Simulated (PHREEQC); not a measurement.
A PHREEQC speciation (ion-association model, wateq4f.dat) at 20 °C gives pH 3.90 and these molalities:

```csv
species,mol/kgw
SO4-2,0.00111
Zn+2,0.00105
ZnSO4,0.000151
H+,0.000134
HSO4-,9.89e-6
Zn(SO4)2-2,1.42e-6
```

Task: What are the element totals, and what could have been dissolved in 1 kg of water to give them?

Result: This is not unique; one that fits is totals S(6) 0.00127, Zn 0.00120 mol/kgw, from 1.2 mmol/kgw ZnSO4 and 0.072 mmol/kgw H2SO4.

No solid was allowed to form. Complexes and solids missing from the database can't appear.
